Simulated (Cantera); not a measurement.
Charge: 1 mol Si₂Cl₆, 0.14 mol NH₃, 1.3 mol N₂, held at 898 K and 0.960 bar.

These are equilibrium values from Cantera (NASA tables, ideal gas, pure condensed phases), not measurements of a reactor. Candidate condensed phases: NH₄Cl, Si, Si₃N₄; 28 gas species. The feed counts by its element totals alone. Equilibrium is a limit: real reactors are often held back by kinetics, nucleation or transport.

Base state: SiCl₄ 0.512, N₂ 0.355, HCl 0.115, H₂ 0.0180, SiHCl₃ 0.000222 (mole fractions); condensed: Si₃N₄(s).

**Question.** What changes in the equilibrium state with this change: NH₃ from 0.14 to 2.8 mol?

**Answer.** 
```json
[
 {"species": "H₂", "before": "0.0180", "after": "0.349"},
 {"species": "HCl", "before": "0.115", "after": "0.316"},
 {"species": "N₂", "before": "0.355", "after": "0.233"},
 {"species": "SiCl₄", "before": "0.512", "after": "0.102"},
 {"species": "NH₃", "before": "1.70e-6", "after": "0.000117"},
 {"species": "SiHCl₃", "before": "0.000222", "after": "0.000313"},
 {"species": "Si₃N₄(s), mol", "before": "0.193", "after": "0.385"}
]
```

**Question.** What changes in the equilibrium state with this change: Si₂Cl₆ replaced by SiF₄?

**Answer.** 
| species | before | after |
|---|---|---|
| N₂ | 0.355 | 0.531 |
| SiF₄ | 0 | 0.388 |
| H₂ | 0.0180 | 0.0813 |
| SiCl₄ | 0.512 | 0 |
| HCl | 0.115 | 0 |
| SiHCl₃ | 0.000222 | 0 |
| HF | 0 | 0.000108 |
| Si₃N₄(s), mol | 0.193 | 0 |
